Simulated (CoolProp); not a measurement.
Properties of R1132(E) along the isotherm 400 K (Tc = 348.8 K, pc = 5174 kPa, ω = 0.245).

Model: reference Helmholtz-energy equation of state, Akasaka 2024, in CoolProp.

| p (kPa) | phase | density (kg/m³) | cp (kJ/(kg K)) | isothermal compressibility (1/MPa) |
|---|---|---|---|---|
| 722 | gas | 14.34 | 1.140 | 1.429 |
| 1440 | gas | 29.55 | 1.176 | 0.7416 |
| 2170 | gas | 46.15 | 1.220 | 0.5114 |
| 2890 | gas | 63.83 | 1.270 | 0.4004 |
| 3610 | gas | 83.04 | 1.331 | 0.3357 |
| 4330 | gas | 104.1 | 1.406 | 0.2946 |
| 5060 | gas | 127.7 | 1.499 | 0.2669 |
| 5780 | supercritical | 153.6 | 1.615 | 0.2485 |
| 6500 | supercritical | 182.8 | 1.759 | 0.2360 |
